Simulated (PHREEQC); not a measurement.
Dissolve 0.016 mol/kgw Cs2SO4 and 0.0058 mol/kgw KHCO3 at 25 °C. Closed to the air; pH follows from the charge balance.

Model: ion-association model, wateq4f.dat, run in PHREEQC.

No solid was allowed to form.

Q: Estimate the pH.

A: pH 8.16.

Q: In which forms is K present?

A: K+ 95 %, KSO4- 4.7 % of the K.
